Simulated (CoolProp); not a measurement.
Model: reference Helmholtz-energy equation of state, Span 2000, in CoolProp.

Q: For nitrogen, give the phase and the cp (kJ/(kg K)), speed of sound (m/s) at 515.8 K and 0.155 MPa.

A: 
- 515.8 K and 0.155 MPa: gas; cp 1.06, speed of sound 462
